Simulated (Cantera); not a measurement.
An isothermal, constant-pressure homogeneous reactor starts with CH4 : O2 : N2 = 0.015 : 0.025 : 1 (molar parts), equivalence ratio 1.2, at 1225 K and 6600 Torr. Integrator tolerance rtol = 1e-08.

Computed with Cantera and GRI-Mech 3.0 (53 species, 325 reactions). The temperature is held fixed by assumption; the heat of reaction is taken as removed at once.

### Question
What does this change do: O2 0.025 to 0.072 parts?

### Answer
| quantity | before | after |
|---|---|---|
| x(CH4) at 6.00 s | 4.87e-5 (gas-phase equilibrium 6.11e-10) | <1e-12 (gas-phase equilibrium <1e-12) |
| x(O2) at 6.00 s | 1.49e-7 (gas-phase equilibrium <1e-12) | 0.0386 (gas-phase equilibrium 0.0386) |
| x(CH2) at 6.00 s | <1e-12 (gas-phase equilibrium <1e-12) | <1e-12 (gas-phase equilibrium <1e-12) |
| x(CO) at 6.00 s | 0.00622 (gas-phase equilibrium 0.00384) | 7.40e-10 (gas-phase equilibrium 7.40e-10) |
| x(CH2O) at 6.00 s | 3.69e-10 (gas-phase equilibrium 9.36e-11) | <1e-12 (gas-phase equilibrium <1e-12) |
| x(C2H) at 6.00 s | <1e-12 (gas-phase equilibrium <1e-12) | <1e-12 (gas-phase equilibrium <1e-12) |
| x(H) at 6.00 s | 7.20e-9 (gas-phase equilibrium 8.00e-9) | 3.36e-12 (gas-phase equilibrium 3.36e-12) |
